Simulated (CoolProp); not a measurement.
Properties of CH3F (R41) at several states (Tc = 44.1 °C, pc = 5.906 MPa, ω = 0.200).

Values from CoolProp's reference Helmholtz-energy equation of state, Lemmon 2006. It is a short technical equation, of lower accuracy than the large ones.

```json
[
 {"T (°C)": "73.15", "p (MPa)": "0.0245", "phase": "gas", "density (kg/m³)": "0.2899", "cv (kJ/(kg K))": "0.9436", "Joule-Thomson coefficient (K/MPa)": "11.78", "expansivity (1/kK)": "2.899"},
 {"T (°C)": "112.45", "p (MPa)": "0.0445", "phase": "gas", "density (kg/m³)": "0.4731", "cv (kJ/(kg K))": "1.024", "Joule-Thomson coefficient (K/MPa)": "8.759", "expansivity (1/kK)": "2.607"},
 {"T (°C)": "15.75", "p (MPa)": "1.26", "phase": "gas", "density (kg/m³)": "20.39", "cv (kJ/(kg K))": "0.9759", "Joule-Thomson coefficient (K/MPa)": "18.93", "expansivity (1/kK)": "5.358"}
]
```
